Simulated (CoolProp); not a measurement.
Aqueous sodium chloride as a coolant, at -4 °C, 1 atm.

The numbers come from the Melinder's fits for secondary coolants in CoolProp.

```csv
mass %,freezing point (°C),viscosity (mPa s),density (kg/m³),cp (kJ/(kg K)),conductivity (W/(m K))
8.2,-5.2,2.27,1064,3.755,?
10.6,-7.0,2.39,1082,?,0.549
12.9,-8.9,2.52,1101,?,0.547
15.3,-11.2,?,1120,3.501,?
17.6,-13.6,2.86,1139,3.437,?
20,-16.5,3.09,1158,3.376,0.542
22.4,-19.7,3.35,1178,3.319,?
```

Problem. Complete the blanks.

Solution. 
- 8.2, conductivity (W/(m K)): 0.550
- 10.6, cp (kJ/(kg K)): 3.657
- 12.9, cp (kJ/(kg K)): 3.576
- 15.3, viscosity (mPa s): 2.68
- 15.3, conductivity (W/(m K)): 0.546
- 17.6, conductivity (W/(m K)): 0.544
- 22.4, conductivity (W/(m K)): 0.539
